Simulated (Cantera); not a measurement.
Input: 1 mol CaF2, 4.1 mol O2, 2 mol H2, equilibrated at 1.58 Torr.

These are equilibrium values from Cantera (NASA tables, ideal gas, pure condensed phases), not measurements of a reactor. Candidate condensed phases: Ca, CaF2, CaO, Ca(OH)2, H2O; 29 gas species. Mutual solubility and eutectic melting of coexisting phases are not modelled. Kinetics and transport are ignored.

What share of the Ca ends up in condensed phases as a function of T (K), at 1248, 1298, 1348, 1398, 1448, 1498, 1548, 1598, 1648, 1698?


| T (K) | Ca condensed (%) | as |
|---|---|---|
| 1248 | 100.0 | CaF2(s) + CaO(s) |
| 1298 | 100.0 | CaF2(s) + CaO(s) |
| 1348 | 100.0 | CaF2(s) + CaO(s) |
| 1398 | 99.9 | CaF2(s) + CaO(s) |
| 1448 | 99.8 | CaF2(s) + CaO(s) |
| 1498 | 99.4 | CaF2(s) + CaO(s) |
| 1548 | 98.4 | CaF2(s) + CaO(s) |
| 1598 | 95.7 | CaF2(s) + CaO(s) |
| 1648 | 92.3 | CaO(s) |
| 1698 | 90.4 | CaO(s) |
